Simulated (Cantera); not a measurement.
A closed system holds: 1 mol FeS, 1.1 mol H₂S, 0.34 mol H₂O, held at 0.133 bar.

These are equilibrium values from Cantera (NASA tables, ideal gas, pure condensed phases), not measurements of a reactor. Candidate condensed phases: Fe, FeO, Fe(OH)₂, Fe(OH)₃, FeS, FeSO₄, FeS₂, Fe₂O₃, Fe₂(SO₄)₃, Fe₃O₄, H₂O, H₂SO₄, S; 22 gas species. FeS: taken at fixed stoichiometry. Gases not in the tables: S₃ to S₇. Rates play no part.

Task: Which condensed phases are stable at each of these points (T (K)): 625, 725, 825, 925, 1025, 1125, 1225, 1325, 1425, 1525?

Result: 
```json
[
 {"T (K)": "625", "condensed phases": "FeS(s) + FeS₂(s)", "Fe condensed (%)": "100.0"},
 {"T (K)": "725", "condensed phases": "FeS(s) + FeS₂(s)", "Fe condensed (%)": "100.0"},
 {"T (K)": "825", "condensed phases": "FeS(s) + FeS₂(s)", "Fe condensed (%)": "100.0"},
 {"T (K)": "925", "condensed phases": "FeS(s)", "Fe condensed (%)": "100.0"},
 {"T (K)": "1025", "condensed phases": "FeS(s)", "Fe condensed (%)": "100.0"},
 {"T (K)": "1125", "condensed phases": "FeS(s)", "Fe condensed (%)": "100.0"},
 {"T (K)": "1225", "condensed phases": "FeS(s)", "Fe condensed (%)": "100.0"},
 {"T (K)": "1325", "condensed phases": "FeS(s)", "Fe condensed (%)": "100.0"},
 {"T (K)": "1425", "condensed phases": "FeS(s)", "Fe condensed (%)": "100.0"},
 {"T (K)": "1525", "condensed phases": "FeS(l)", "Fe condensed (%)": "100.0"}
]
```

From 625 K to 825 K the condensed part is FeS(s) + FeS₂(s). From 925 K to 1425 K the condensed part is FeS(s). At 1525 K the condensed part is FeS(l).
